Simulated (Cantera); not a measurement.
Standard-state values (1 bar) from the NASA 1993 polynomials, evaluated with Cantera. Values are per mole of reaction as written; species without (g) are pure solids or liquids, kept so even where they would boil at 1 bar.

Problem. Between 1973 and 2973 K, where is each reaction favourable under standard conditions?
- HCl(g) ⇌ Cl(g) + H(g)
- 2 Cl(g) ⇌ Cl2(g)

Solution. 
- HCl(g) ⇌ Cl(g) + H(g): ΔG° is 222 kJ at 1973 K and 105 kJ at 2973 K; it stays positive (K < 1). ΔH° is 455 kJ and ΔS° 118 J/K at 2973 K.
- 2 Cl(g) ⇌ Cl2(g): ΔG° is -13 kJ at 1973 K and 109 kJ at 2973 K; it changes sign between 1973 and 2173 K. ΔH° is -257 kJ and ΔS° -123 J/K at 2973 K.
